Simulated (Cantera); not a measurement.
A closed system holds: 1 mol SiHCl₃, 0.7 mol N₂, 29 mol H₂, equilibrated at 1850 K and 0.0975 Torr.

Method: chemical equilibrium by Gibbs-energy minimisation in Cantera with the NASA 1993 tables (ideal gas, pure condensed phases). The tables' values for SiCl, SiN are old estimates; treat these amounts as uncertain. Gases not in the tables: Si₂H₆ and higher silanes. Rates play no part.

| species | before | after |
|---|---|---|
| H₂ | 0.832 | 0.897 |
| HCl | 0.0714 | 0.0659 |
| N₂ | 0.0211 | 0.0221 |
| H | 0.0431 | 0.000404 |
| Si | 0.0210 | 6.33e-6 |
| SiCl₂ | 0.00750 | 0.0143 |
| Si₂ | 6.23e-5 | 3.76e-9 |
| SiH | 0.000217 | 3.41e-7 |
| SiN | 1.33e-5 | 2.18e-8 |
| SiCl | 0.00122 | 9.12e-6 |
| Cl | 0.00281 | 2.44e-5 |
| SiH₂ | 1.49e-5 | 3.38e-7 |
| Si(s), mol | 0 | 0.545 |
Gas species are given as mole fractions.

Which change was made?
A) temperature from 1850 K to 1400 K
B) pressure from 0.0975 Torr to 0.248 Torr
C) temperature from 1850 K to 948.15 K
D) H₂ from 29 to 0.3 mol

A, temperature from 1850 K to 1400 K. The tables' values for SiCl₃ are old estimates; treat these amounts as uncertain
